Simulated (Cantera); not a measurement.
A closed system holds: 1 mol CH3SiCl3, 0.4 mol C2H4, 2.8 mol H2, equilibrated at 0.930 bar.

Equilibrium computed with Cantera from the NASA thermochemical tables; the gas is ideal and each condensed phase is pure. Candidate condensed phases: C, C6H6, C7H8, C8H18, Si, SiC; 109 gas species. The feed counts by its element totals alone. The tables' values for SiCl3 are old estimates; treat these amounts as uncertain. The numbers say what is thermodynamically allowed, not how fast it happens. All values below are at 1598 K.

Base state: H2 0.591, HCl 0.382, SiCl4 0.00954, SiCl2 0.00884, SiCl3 0.00584, SiHCl3 0.00212, CH4 0.000536, SiH2Cl2 7.88e-5 (mole fractions); condensed: C(graphite) + SiC(s).

Question: What changes in the equilibrium state with this change: CH3SiCl3 replaced by SiH2Cl2?

Answer: 
```csv
species,before,after
H2,0.591,0.700
HCl,0.382,0.264
SiCl2,0.00884,0.0179
C2H2 (acetylene),1.59e-5,7.47e-7
CH4,0.000536,0.000149
SiH2Cl2,7.88e-5,0.000189
"C(graphite), mol",0.968,0
"SiC(s), mol",0.828,0.799
```

Question: What changes in the equilibrium state with this change: H2 from 2.8 to 300 mol?

Answer: 
```
species             before    after
----------------  --------  -------
H2                   0.591    0.989
HCl                  0.382  0.00988
CH4               0.000536  0.00150
SiCl4              0.00954  1.54e-9
SiCl2              0.00884  3.55e-6
SiCl3              0.00584  4.70e-8
SiHCl3             0.00212  2.21e-8
SiH2Cl2            7.88e-5  5.29e-8
C(graphite), mol     0.968    0.329
SiC(s), mol          0.828    0.999
```
